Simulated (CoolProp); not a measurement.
Vapour-liquid equilibrium of methanol (1) + ethanol (2) at 352.9 K; x and y are mole fractions of (1).

The numbers come from the multi-fluid Helmholtz-energy mixture model, de Reuck 1993 and Schroeder 2014; pair parameters Bell 2016 in CoolProp.

Problem. Give the bubble pressure and the first vapour's composition at x = 0.35, 0.8, 0.95. Is there an azeotrope?

Solution. x = 0.35: 0.1314 MPa, y = 0.463; x = 0.8: 0.1636 MPa, y = 0.868; x = 0.95: 0.1754 MPa, y = 0.970. No azeotrope shows between x = 0.05 and 0.95.

The pair parameters rest on a limited set of measurements; away from them the model extrapolates.
